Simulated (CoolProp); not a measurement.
Vapour-liquid equilibrium of carbon dioxide (1) + R22 (2) at 0.908 MPa; x and y are mole fractions of (1).

Computed with CoolProp (multi-fluid Helmholtz-energy mixture model, Span 1996 and Kamei 1995; pair parameters Bell 2016).

| x | bubble temperature (°C) | y at the bubble point | dew temperature at overall composition x (°C) | liquid density (mol/L) |
|---|---|---|---|---|
| 0.05 | 14.1 | 0.173 | 18.3 | 14.50 |
| 0.125 | 5.9 | 0.385 | 15.8 | 15.25 |
| 0.2 | -1.6 | 0.547 | 13.1 | ___ |
| 0.275 | -8.2 | ___ | 10.3 | 16.80 |
| 0.35 | -14.0 | 0.754 | 7.3 | 17.58 |
| 0.425 | -19.2 | 0.818 | 4.2 | 18.38 |
| 0.5 | ___ | 0.866 | 0.7 | 19.20 |
| 0.575 | -27.5 | 0.902 | -3.0 | 20.04 |
| 0.65 | -30.9 | 0.930 | -7.2 | 20.91 |
| 0.725 | -34.0 | 0.951 | -12.0 | 21.82 |
| 0.8 | -36.7 | 0.968 | -17.6 | 22.78 |
| 0.875 | -39.1 | 0.982 | -24.5 | 23.79 |
| 0.95 | -41.3 | 0.993 | -33.8 | 24.86 |

Task: Complete the blanks.

Result: 
- 0.2, liquid density (mol/L): 16.02
- 0.275, y at the bubble point: 0.666
- 0.5, bubble temperature (°C): -23.6

No azeotrope shows between x = 0.05 and 0.95.

Pair parameters are fitted to limited data, so mixtures are less certain than the pure fluids.
